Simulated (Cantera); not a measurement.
A perfectly stirred reactor is fed with N₂O : N₂ = 1 : 0.89 (molar parts), at 0.868 atm; it is held at 1098 K, and followed from long to short residence time.

Computed with Cantera and GRI-Mech 3.0 (53 species, 325 reactions). GRI-Mech 3.0 was tuned for natural gas; its chemistry of N2O as a main component is partial and can be far from experiment. The mechanism lacks the step 2 NO + O2 → 2 NO2, which can matter for NO2 below about 1400 K. The temperature is held fixed by assumption; the heat of reaction is taken as removed at once.

x: mole fraction; the columns are a selection and need not sum to one.

```csv
τ (s),x N₂O,x NO₂,x N₂,x NO,x O,x O₂
1.2,0.485,___,0.497,0.00230,2.89e-7,0.0164
0.55,0.508,___,0.483,0.00113,2.97e-7,0.00796
0.25,0.519,___,0.477,0.000532,3.00e-7,0.00372
0.11,0.525,___,0.474,0.000238,3.02e-7,0.00166
0.049,0.527,___,0.472,0.000107,3.02e-7,0.000743
0.022,0.528,___,0.471,4.83e-5,3.02e-7,0.000334
0.0097,0.529,___,0.471,2.13e-5,3.02e-7,0.000147
0.0043,0.529,___,0.471,9.45e-6,3.01e-7,6.52e-5
0.0019,0.529,___,0.471,4.15e-6,3.00e-7,2.87e-5
0.00085,0.529,2.33e-10,0.471,1.84e-6,2.96e-7,1.27e-5
```

Task: What belongs in the gaps?

Result: 
- 1.2, x NO₂: 2.60e-5
- 0.55, x NO₂: 1.19e-5
- 0.25, x NO₂: 4.88e-6
- 0.11, x NO₂: 1.68e-6
- 0.049, x NO₂: 4.97e-7
- 0.022, x NO₂: 1.28e-7
- 0.0097, x NO₂: 2.83e-8
- 0.0043, x NO₂: 5.90e-9
- 0.0019, x NO₂: 1.17e-9
